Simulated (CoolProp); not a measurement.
CH2F2 (R32) along the isotherm 193.1 K: fugacity coefficient from the reference equation and from simpler models built on Tc = 351.3 K, pc = 5783 kPa, ω = 0.277; each cubic takes its own stable root.

The numbers come from the reference Helmholtz-energy equation of state, Tillner-Roth 1997 in CoolProp.

```json
[
 {"p (kPa)": "3860", "phase": "liquid", "reference": "0.005230"},
 {"p (kPa)": "7710", "phase": "liquid", "reference": "0.002883"},
 {"p (kPa)": "11600", "phase": "liquid", "reference": "0.002111"},
 {"p (kPa)": "15400", "phase": "liquid", "reference": "0.001748"},
 {"p (kPa)": "19300", "phase": "liquid", "reference": "0.001536"},
 {"p (kPa)": "23100", "phase": "liquid", "reference": "0.001409"},
 {"p (kPa)": "27000", "phase": "liquid", "reference": "0.001327"},
 {"p (kPa)": "30800", "phase": "liquid", "reference": "0.001277"},
 {"p (kPa)": "34700", "phase": "liquid", "reference": "0.001247"},
 {"p (kPa)": "38600", "phase": "liquid", "reference": "0.001233"},
 {"p (kPa)": "42400", "phase": "liquid", "reference": "0.001231"},
 {"p (kPa)": "46300", "phase": "liquid", "reference": "0.001239"},
 {"p (kPa)": "50100", "phase": "liquid", "reference": "0.001255"},
 {"p (kPa)": "54000", "phase": "liquid", "reference": "0.001279"},
 {"p (kPa)": "57800", "phase": "liquid", "reference": "0.001309"}
]
```

**Question.** How far does each simpler model (van der Waals, Redlich-Kwong, Soave-Redlich-Kwong, Peng-Robinson) lie from the reference over these 15 states: mean and median of the absolute difference, and the worst?

**Answer.** 
- van der Waals: mean 3122.4 %, median 2935.2 %, worst +5300.3 % at 193.1 K and 57800 kPa
- Redlich-Kwong: mean 206.6 %, median 204.5 %, worst +273.6 % at 193.1 K and 57800 kPa
- Soave-Redlich-Kwong: mean 18.4 %, median 17.1 %, worst +41.7 % at 193.1 K and 57800 kPa
- Peng-Robinson: mean 10.2 %, median 9.9 %, worst +21.5 % at 193.1 K and 57800 kPa
